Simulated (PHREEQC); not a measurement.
Solution (25 °C): 0.14 mol ZnSO4 per kg of water. Closed to the air; pH follows from the charge balance.

All values are PHREEQC results (ion-association model, phreeqc.dat), not measurements.

```
Item                   Result
--------------  -------------
pH                       5.52
ionic strength  0.276 mol/kgw
density           1.020 g/cm³
```

```tsv
species	molality	activity	log γ
Zn+2	0.0689	0.0183	-0.575
ZnSO4	0.0516	0.0550	0.028
SO4-2	0.0493	0.0128	-0.586
Zn(SO4)2-2	0.0195	0.00572	-0.534
ZnOH+	8.96e-6	6.59e-6	-0.133
HSO4-	5.14e-6	3.78e-6	-0.133
H+	3.87e-6	3.04e-6	-0.105
Zn(OH)2	2.33e-8	2.48e-8	0.028
OH-	4.88e-9	3.32e-9	-0.167
```

No solid was allowed to form. Species that the database lacks are ignored.
